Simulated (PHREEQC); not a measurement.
Solution (25 °C): 0.067 mol/kgw Na2SeO4, 0.024 mol/kgw Li2CO3, 4.2e-06 mol/kgw Ca(HCO3)2 and 0.035 mol/kgw Na2CO3. Closed to the air; pH follows from the charge balance.

Computed with PHREEQC (ion-association model, wateq4f.dat).

This is a speciation only: nothing precipitates in the calculation.

Task: What pH, activity of water does the model give?

Result: pH 11.11; activity of water 0.994.

Task: In which forms is Ca present?

Result: CaCO3 78 %, Ca+2 22 % of the Ca.
